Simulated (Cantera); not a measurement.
Gas-phase reforming

An isothermal, constant-pressure homogeneous reactor starts with CH4 : CO2 = 1 : 3.6 (molar parts), at 1650 K and 12000 Torr.

Computed with Cantera and GRI-Mech 3.0 (53 species, 325 reactions). The pressure lies above the range GRI-Mech 3.0 was tuned for (to about 10 atm).

```tsv
t (s)	x CH4	x CO2	x H	x H2O2	x CH3	x O
2.00e-6	0.217	0.783	1.17e-7	<1e-12	4.65e-5	<1e-12
1.15e-5	0.217	0.783	1.46e-7	<1e-12	0.000145	<1e-12
6.63e-5	0.215	0.782	2.35e-7	<1e-12	0.000210	<1e-12
0.000382	0.204	0.778	9.79e-7	<1e-12	0.000297	2.47e-12
0.00220	0.156	0.725	3.01e-6	<1e-12	0.000198	5.23e-12
0.0126	0.0589	0.524	3.74e-6	2.22e-12	9.91e-5	9.10e-12
0.0728	0.0166	0.347	5.82e-6	3.60e-12	3.15e-5	1.22e-11
0.419	0.00921	0.244	7.38e-6	1.66e-12	1.30e-5	2.31e-11
2.41	0.000238	0.216	7.99e-6	1.37e-12	3.11e-7	2.72e-11
13.9	1.07e-6	0.215	8.07e-6	1.39e-12	1.41e-9	2.76e-11
80.0	1.07e-6	0.215	8.07e-6	1.39e-12	1.41e-9	2.76e-11
```
x: mole fraction; the columns are a selection and need not sum to one.

Equilibrium at this temperature and pressure: CH4 1.11e-6, CO2 0.215, H 8.07e-6, H2O2 1.39e-12, CH3 1.47e-9, O 2.76e-11 (gas phase only).
